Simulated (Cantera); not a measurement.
An isothermal, constant-pressure homogeneous reactor starts with C2H6 : N2 = 1 : 9.1 (molar parts), at 1125 K and 100.0 Torr. Integrator tolerance rtol = 1e-08.

Model: GRI-Mech 3.0 (53 species, 325 reactions), integrated in Cantera. GRI-Mech 3.0 stops at C3 and has no aromatics, soot or wall deposition, so with more carbon than oxygen in the feed, carbon stays in small species such as C2H2 where larger ones or solid carbon would form.

### Question
What does this change do: N2 9.1 to 62 parts?

### Answer
| quantity | before | after |
|---|---|---|
| x(C2H6) at 100 s | 0.000179 (gas-phase equilibrium 3.21e-5) | 2.75e-6 (gas-phase equilibrium 5.29e-7) |
| x(CH4) at 100 s | 0.0178 (gas-phase equilibrium 0.0678) | 0.00156 (gas-phase equilibrium 0.00507) |
| x(H2) at 100 s | 0.116 (gas-phase equilibrium 0.0672) | 0.0264 (gas-phase equilibrium 0.0229) |
| x(C2H4) at 100 s | 0.0304 (gas-phase equilibrium 0.00907) | 0.00217 (gas-phase equilibrium 0.000438) |
| x(CH3) at 100 s | 9.12e-7 (gas-phase equilibrium 5.92e-7) | 9.57e-8 (gas-phase equilibrium 7.60e-8) |
| x(H) at 100 s | 3.17e-7 (gas-phase equilibrium 3.18e-8) | 8.70e-8 (gas-phase equilibrium 1.85e-8) |

### Question
What does this change do: C2H6 1 to 6.6 parts?

### Answer
```csv
quantity,before,after
x(C2H6) at 100 s,0.000179 (gas-phase equilibrium 3.21e-5),0.00177 (gas-phase equilibrium 0.000338)
x(CH4) at 100 s,0.0178 (gas-phase equilibrium 0.0678),0.119 (gas-phase equilibrium 0.294)
x(H2) at 100 s,0.116 (gas-phase equilibrium 0.0672),0.259 (gas-phase equilibrium 0.120)
x(C2H4) at 100 s,0.0304 (gas-phase equilibrium 0.00907),0.133 (gas-phase equilibrium 0.0533)
x(CH3) at 100 s,9.12e-7 (gas-phase equilibrium 5.92e-7),3.45e-6 (gas-phase equilibrium 1.92e-6)
x(H) at 100 s,3.17e-7 (gas-phase equilibrium 3.18e-8),4.02e-7 (gas-phase equilibrium 4.25e-8)
```
